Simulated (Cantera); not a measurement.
# Premixed flame

A freely propagating, adiabatic, planar premixed flame of H2 : O2 : N2 = 1 : 0.455 : 1.71 (molar parts), equivalence ratio 1.1, unburnt at 550 K and 100.0 Torr; unity-Lewis-number transport, grid criteria slope 0.08 and curve 0.16, no radiation.

Detailed kinetics in Cantera: the H2/O2 subset of GRI-Mech 3.0, which has no nitrogen chemistry. Unity Lewis numbers drop preferential diffusion, which matters most where H2 and H carry the flame. Burning velocities carry a grid error of a few per cent, more on coarse grids.

| z (mm) | T (K) | u (m/s) | x H2 | x O2 | x HO2 | x H2O2 | x H | x OH |
|---|---|---|---|---|---|---|---|---|
| -14.0 | 550 | 3.35 | 0.316 | 0.144 | <1e-8 | <1e-8 | <1e-8 | <1e-8 |
| -9.31 | 550 | 3.35 | 0.316 | 0.144 | <1e-8 | <1e-8 | <1e-8 | <1e-8 |
| -6.98 | 550 | 3.35 | 0.316 | 0.144 | <1e-8 | <1e-8 | <1e-8 | <1e-8 |
| -4.66 | 550 | 3.35 | 0.316 | 0.144 | 2.95e-7 | <1e-8 | <1e-8 | <1e-8 |
| -2.33 | 558 | 3.40 | 0.315 | 0.143 | 3.59e-5 | 4.64e-7 | 3.67e-5 | 3.30e-6 |
| -1.16 | 691 | 4.17 | 0.295 | 0.134 | 3.94e-5 | 7.79e-7 | 0.00432 | 0.000187 |
| 0 | 1113 | 6.56 | 0.149 | 0.0728 | 1.30e-5 | 5.68e-7 | 0.0686 | 0.00285 |
| 1.16 | 1380 | 7.99 | 0.0595 | 0.0312 | 4.58e-6 | 7.38e-7 | 0.101 | 0.00794 |
| 2.33 | 1504 | 8.63 | 0.0575 | 0.0265 | 3.33e-6 | 5.82e-7 | 0.0902 | 0.0104 |
| 4.66 | 1650 | 9.35 | 0.0601 | 0.0235 | 2.48e-6 | 3.47e-7 | 0.0741 | 0.0131 |
| 9.31 | 1810 | 10.1 | 0.0614 | 0.0201 | 1.80e-6 | 1.79e-7 | 0.0579 | 0.0156 |
| 18.6 | 1973 | 10.9 | 0.0606 | 0.0165 | 1.29e-6 | 9.37e-8 | 0.0429 | 0.0173 |
| 37.3 | 2128 | 11.6 | 0.0579 | 0.0130 | 9.72e-7 | 5.63e-8 | 0.0303 | 0.0176 |
x: mole fraction of selected species; z is measured from the peak of heat release.

```yaml
laminar_burning_velocity: 335 cm/s
thermal_thickness: 4.66 mm
peak x(HO2): 5.34e-5
peak x(H2O2): 9.33e-7
peak x(H): 0.102
peak x(OH): 0.0177
```
